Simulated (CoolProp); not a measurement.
Vapour pressure (MPa) of R21: the reference equation beside estimates from Tc = 452.7 K, pc = 5.289 MPa, ω = 0.206.

Model: reference Helmholtz-energy equation of state, Platzer 1990, in CoolProp. This equation is an older, rougher fit; its heat capacities, sound speeds and derivatives of the liquid may be far off and weren't checked against measurements.

```tsv
T (K)	reference	Lee-Kesler	Redlich-Kwong
216.3	0.003146	___	0.006215
220.5	0.004221	0.004123	0.008239
224.7	0.005594	0.005464	0.01078
228.9	0.007324	0.007158	___
233.2	___	0.009331	0.01788
237.4	___	0.01196	0.02257
241.6	0.01551	0.01519	0.02820
245.8	0.01949	0.01910	___
250	0.02427	___	___
254.3	0.03014	0.02959	0.05231
258.5	0.03693	___	0.06310
262.7	0.04491	0.04417	0.07555
```

Task: What belongs in the gaps?

Result: 
- 216.3, Lee-Kesler: 0.003072
- 228.9, Redlich-Kwong: 0.01392
- 233.2, reference: 0.009542
- 237.4, reference: 0.01222
- 245.8, Redlich-Kwong: 0.03491
- 250, Lee-Kesler: 0.02381
- 250, Redlich-Kwong: 0.04282
- 258.5, Lee-Kesler: 0.03629

Absolute difference from the reference over all 12 rows, mean and median: Lee-Kesler 2.1 and 2.1 %, Redlich-Kwong 83.1 and 83.3 %.
